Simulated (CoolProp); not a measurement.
A single-stage vapour-compression cycle with benzene: evaporating at 323.15 K (dew point), condensing at 392.15 K (bubble point), superheat 0 K, subcooling 0 K, compressor efficiency 0.75, no pressure losses. Each further row changes one setting.

Values from CoolProp's reference Helmholtz-energy equation of state, Thol 2012.

```
case                              cooling COP  pressure ratio  discharge temperature (K)  refrigerating effect (kJ/kg)  volumetric capacity (kJ/m³)
--------------------------------  -----------  --------------  -------------------------  ----------------------------  ---------------------------
as stated                                   ?            8.09                      406.0                           283                          303
evaporating temperature 328.15 K         3.11               ?                      403.9                             ?                          367
condensing temperature 387.15 K          3.08            7.16                      401.2                           293                          313
subcooling 5 K                           2.89            8.09                      406.0                           293                          313
superheat 10 K                              ?            8.09                      415.7                           295                            ?
compressor efficiency 0.65                  ?            8.09                          ?                           283                          303
```

Fill in the missing entries.


- as stated, cooling COP: 2.79
- evaporating temperature 328.15 K, pressure ratio: 6.71
- evaporating temperature 328.15 K, refrigerating effect (kJ/kg): 288
- superheat 10 K, cooling COP: 2.81
- superheat 10 K, volumetric capacity (kJ/m³): 305
- compressor efficiency 0.65, cooling COP: 2.42
- compressor efficiency 0.65, discharge temperature (K): 416.1
